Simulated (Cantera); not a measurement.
A Cantera script and its output.

```python
import numpy as np
import cantera as ct

gas = ct.Solution("gri30.yaml")
gas.TPX = 1300, 5500, {'N2O': 1, 'O2': 0.053}
reactor = ct.IdealGasConstPressureReactor(gas, energy="off", clone=False)
net = ct.ReactorNet([reactor])
net.rtol, net.atol = 1e-08, 1e-18
show = ['N2O', 'O2', 'NO', 'NO2', 'N2']
times = np.geomspace(3e-06, 50, 15)

steps = ct.SolutionArray(gas, extra=["t"])
rows = []
print(f"{'t/s':>10s}{'T/K':>9s}{'P/Pa':>11s}" + "".join(f"{s:>11s}" for s in show))
for t in times:
    while net.time < t:
        t_next = net.step()
        steps.append(gas.state, t=t_next)
    rows.append([np.interp(t, steps.t, y) for y in (steps.T, steps.P, *steps(*show).X.T)])
    print(f"{t:10.3e}{rows[-1][0]:9.1f}{rows[-1][1]:11.4g}" + "".join(f"{x:11.3e}" for x in rows[-1][2:]))
rate = np.gradient(steps.T, steps.t)
print("integrator steps:", len(steps.t))
if steps.T.max() > steps.T[0] + 200:
    print(f"time of steepest temperature rise: {steps.t[rate.argmax()]:.4e} s")
gas.TPX = 1300, 5500, {'N2O': 1, 'O2': 0.053}
gas.equilibrate("TP")
print(f"equilibrium (TP): T = {gas.T:.1f} K  " + "  ".join(f"{s} {gas[s].X[0]:.3e}" for s in show))
```

Result:

```
       t/s      T/K       P/Pa        N2O         O2         NO        NO2         N2
 3.000e-06   1300.0       5500  9.497e-01  5.033e-02  1.485e-09  1.048e-18  2.811e-07
 9.839e-06   1300.0       5500  9.497e-01  5.033e-02  1.545e-08  6.074e-17  9.521e-07
 3.227e-05   1300.0       5500  9.497e-01  5.033e-02  1.527e-07  4.452e-15  3.415e-06
 1.058e-04   1300.0       5500  9.496e-01  5.034e-02  1.266e-06  2.714e-13  1.339e-05
 3.471e-04   1300.0       5500  9.496e-01  5.035e-02  7.285e-06  8.713e-12  5.290e-05
 1.139e-03   1300.0       5500  9.494e-01  5.041e-02  2.894e-05  1.364e-10  1.880e-04
 3.734e-03   1300.0       5500  9.487e-01  5.060e-02  1.000e-04  1.616e-09  6.310e-04
 1.225e-02   1300.0       5500  9.463e-01  5.123e-02  3.327e-04  1.701e-08  2.081e-03
 4.017e-02   1300.0       5500  9.388e-01  5.327e-02  1.090e-03  1.593e-07  6.803e-03
 1.317e-01   1300.0       5500  9.147e-01  5.982e-02  3.520e-03  1.136e-06  2.195e-02
 4.321e-01   1300.0       5500  8.411e-01  7.982e-02  1.093e-02  5.203e-06  6.816e-02
 1.417e+00   1300.0       5500  6.476e-01  1.324e-01  3.036e-02  1.693e-05  1.897e-01
 4.648e+00   1300.0       5500  3.025e-01  2.263e-01  6.473e-02  4.077e-05  4.064e-01
 1.524e+01   1300.0       5500  3.931e-02  2.986e-01  8.948e-02  6.537e-05  5.725e-01
 5.000e+01   1300.0       5500  5.268e-04  3.101e-01  9.132e-02  2.196e-04  5.979e-01
integrator steps: 978
equilibrium (TP): T = 1300.0 K  N2O 6.580e-09  O2 3.558e-01  NO 4.682e-04  NO2 1.545e-06  N2 6.437e-01
```

Cantera simulation using GRI-Mech 3.0 (53 species, 325 reactions); the numbers are that mechanism's predictions, not measurements. GRI-Mech 3.0 was tuned for natural gas; its chemistry of N2O as a main component is partial and can be far from experiment. The mechanism lacks the step 2 NO + O2 → 2 NO2, which can matter for NO2 below about 1400 K. The temperature is held fixed by assumption; the heat of reaction is taken as removed at once.
